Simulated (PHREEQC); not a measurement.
Dissolve 4.2 mmol/kgw K2CO3, 120 mmol/kgw K2SO4 and 85 mmol/kgw KH2PO4 at 25 °C. Closed to the air; pH follows from the charge balance.

All values are PHREEQC results (ion-association model, wateq4f.dat), not measurements.

Each row changes one thing in this solution. This is a speciation only: nothing precipitates in the calculation.

```json
[
 {"case": "as made", "pH": "5.66", "ionic strength (mol/kgw)": "0.385", "K+ (mol/kgw)": "0.296", "H2PO4- (mol/kgw)": "0.0776", "HPO4-2 (mol/kgw)": "0.00659", "CO2 (mol/kgw)": "0.00320"},
 {"case": "KH2PO4 from 0.085 to 0.0425 mol/kgw", "pH": "5.97", "ionic strength (mol/kgw)": "0.348", "K+ (mol/kgw)": "(withheld)", "H2PO4- (mol/kgw)": "0.0357", "HPO4-2 (mol/kgw)": "0.00608", "CO2 (mol/kgw)": "0.00257"},
 {"case": "K2SO4 from 0.12 to 0.24 mol/kgw", "pH": "5.59", "ionic strength (mol/kgw)": "0.642", "K+ (mol/kgw)": "0.484", "H2PO4- (mol/kgw)": "0.0775", "HPO4-2 (mol/kgw)": "0.00639", "CO2 (mol/kgw)": "0.00326"},
 {"case": "diluted 2-fold with water", "pH": "5.75", "ionic strength (mol/kgw)": "0.202", "K+ (mol/kgw)": "0.153", "H2PO4- (mol/kgw)": "0.0388", "HPO4-2 (mol/kgw)": "0.00338", "CO2 (mol/kgw)": "0.00156"},
 {"case": "K2SO4 left out", "pH": "5.83", "ionic strength (mol/kgw)": "0.0998", "K+ (mol/kgw)": "0.0930", "H2PO4- (mol/kgw)": "0.0777", "HPO4-2 (mol/kgw)": "0.00679", "CO2 (mol/kgw)": "0.00303"},
 {"case": "diluted 5-fold with water", "pH": "5.85", "ionic strength (mol/kgw)": "0.0850", "K+ (mol/kgw)": "0.0631", "H2PO4- (mol/kgw)": "(withheld)", "HPO4-2 (mol/kgw)": "0.00138", "CO2 (mol/kgw)": "0.000599"}
]
```

Task: What belongs in the gaps?

Result: 
- KH2PO4 from 0.085 to 0.0425 mol/kgw, K+ (mol/kgw): 0.256
- diluted 5-fold with water, H2PO4- (mol/kgw): 0.0155

H3PO4, which wateq4f.dat lacks, is added to it with the constant of phreeqc.dat.
